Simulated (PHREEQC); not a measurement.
Make-up at 70 °C: 37 mmol/kgw NaH2PO4, 0.091 mmol/kgw Na2HPO4 and 18 mmol/kgw KCl. Closed to the air; pH follows from the charge balance.

The numbers come from PHREEQC with the ion-association model, phreeqc.dat.

This is a speciation only: nothing precipitates in the calculation.

**Question.** Estimate the pH, specific conductance, density.

**Answer.** pH 4.67; specific conductance 10800 µS/cm; density 0.982 g/cm³.

Complexes and solids missing from the database can't appear. Constants without temperature data keep their 25 °C values here.
